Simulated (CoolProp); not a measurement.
Vapour-liquid equilibrium of isobutane (1) + R245fa (2) at 279.1 K; x and y are mole fractions of (1).

Computed with CoolProp (multi-fluid Helmholtz-energy mixture model, Bücker 2006 and Akasaka 2015; pair parameters Bell 2016).

Question: Give the bubble pressure and the first vapour's composition at x = 0.05, 0.8, 0.875. Is there an azeotrope?

Answer: x = 0.05: 0.1144 MPa, y = 0.411; x = 0.8: 0.2128 MPa, y = 0.784; x = 0.875: 0.2105 MPa, y = 0.830. y crosses x between x = 0.725 and 0.8: the model has an azeotrope there.

Pair parameters are fitted to limited data, so mixtures are less certain than the pure fluids. With so large a gap from Raoult's law the liquid may split in two, which this calculation doesn't test in full.
